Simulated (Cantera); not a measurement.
Cantera run, input and output.

```python
import numpy as np
import cantera as ct

gas = ct.Solution("SiF4_NH3_mec.yaml", "gas")
gas.TPX = 1675, 101325, {'NH3': 1, 'N2': 12}
reactor = ct.IdealGasConstPressureReactor(gas, energy="off", clone=False)
net = ct.ReactorNet([reactor])
net.rtol, net.atol = 1e-08, 1e-18
show = ['NH3', 'N2H2', 'H2', 'N', 'N2H4', 'NH']
times = np.geomspace(2e-05, 200, 11)

steps = ct.SolutionArray(gas, extra=["t"])
rows = []
print(f"{'t/s':>10s}{'T/K':>9s}{'P/Pa':>11s}" + "".join(f"{s:>11s}" for s in show))
for t in times:
    while net.time < t:
        t_next = net.step()
        steps.append(gas.state, t=t_next)
    rows.append([np.interp(t, steps.t, y) for y in (steps.T, steps.P, *steps(*show).X.T)])
    print(f"{t:10.3e}{rows[-1][0]:9.1f}{rows[-1][1]:11.4g}" + "".join(f"{x:11.3e}" for x in rows[-1][2:]))
rate = np.gradient(steps.T, steps.t)
print("integrator steps:", len(steps.t))
if steps.T.max() > steps.T[0] + 200:
    print(f"time of steepest temperature rise: {steps.t[rate.argmax()]:.4e} s")
gas.TPX = 1675, 101325, {'NH3': 1, 'N2': 12}
gas.equilibrate("TP")
print(f"equilibrium (TP): T = {gas.T:.1f} K  " + "  ".join(f"{s} {gas[s].X[0]:.3e}" for s in show))
```

Output:

```
       t/s      T/K       P/Pa        NH3       N2H2         H2          N       N2H4         NH
 2.000e-05   1675.0  1.013e+05  7.692e-02  2.388e-12  2.227e-07  7.841e-16  2.109e-12  1.253e-11
 1.002e-04   1675.0  1.013e+05  7.692e-02  9.409e-11  1.174e-06  1.522e-13  6.126e-11  5.151e-10
 5.024e-04   1675.0  1.013e+05  7.691e-02  2.892e-09  6.180e-06  2.117e-11  1.557e-09  2.036e-08
 2.518e-03   1675.0  1.013e+05  7.685e-02  5.415e-08  5.795e-05  2.724e-10  2.445e-08  1.856e-07
 1.262e-02   1675.0  1.013e+05  7.646e-02  8.442e-08  5.873e-04  1.452e-09  3.580e-08  2.784e-07
 6.325e-02   1675.0  1.013e+05  7.454e-02  8.077e-08  3.272e-03  7.767e-09  2.953e-08  3.807e-07
 3.170e-01   1675.0  1.013e+05  6.590e-02  6.501e-08  1.531e-02  2.556e-08  1.940e-08  4.826e-07
 1.589e+00   1675.0  1.013e+05  3.953e-02  2.815e-08  5.205e-02  3.150e-08  7.426e-09  3.873e-07
 7.962e+00   1675.0  1.013e+05  9.841e-03  2.789e-09  9.341e-02  1.554e-08  6.553e-10  1.455e-07
 3.991e+01   1675.0  1.013e+05  1.461e-03  8.265e-11  1.051e-01  3.330e-09  1.810e-11  2.736e-08
 2.000e+02   1675.0  1.013e+05  2.498e-04  2.574e-12  1.068e-01  6.077e-10  5.512e-13  4.880e-09
integrator steps: 1700
equilibrium (TP): T = 1675.0 K  NH3 1.283e-06  N2H2 2.532e-14  H2 1.071e-01  N 3.135e-12  N2H4 1.460e-17  NH 2.513e-11
```

Model: the gas-phase N/H chemistry of the illustrative SiF4/NH3 mechanism in the Surface Chemkin manual (1991), integrated in Cantera. Walls and surfaces, which speed up NH3 decomposition in real reactors, are not modelled.
